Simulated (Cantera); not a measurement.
Input: 1 mol Si, 1.7 mol HBr, a varied amount of N₂, at 773 K and 3.10 mbar.

Cantera equilibrium calculation (NASA polynomials, part measured and part estimated; ideal gas, pure solids and liquids). Candidate condensed phases: Br₂, Si, Si₃N₄; 28 gas species. N₂ is the only nitrogen source here; it is nearly inert below about 1500 K, so the nitride shown seldom forms there in practice. Equilibrium is a limit: real reactors are often held back by kinetics, nucleation or transport.

**Question.** What share of the Si ends up in condensed phases as a function of n(N₂) (mol), at 0.23, 0.49, 1, 2.2, 4.7, 9.9, 21, 44, 94?

**Answer.** 
```tsv
n(N₂) (mol)	Si condensed (%)	as
0.23	57.6	Si(s) + Si₃N₄(s)
0.49	73.4	Si₃N₄(s)
1	85.8	Si₃N₄(s)
2.2	88.6	Si₃N₄(s)
4.7	90.6	Si₃N₄(s)
9.9	92.2	Si₃N₄(s)
21	93.6	Si₃N₄(s)
44	94.8	Si₃N₄(s)
94	95.8	Si₃N₄(s)
```
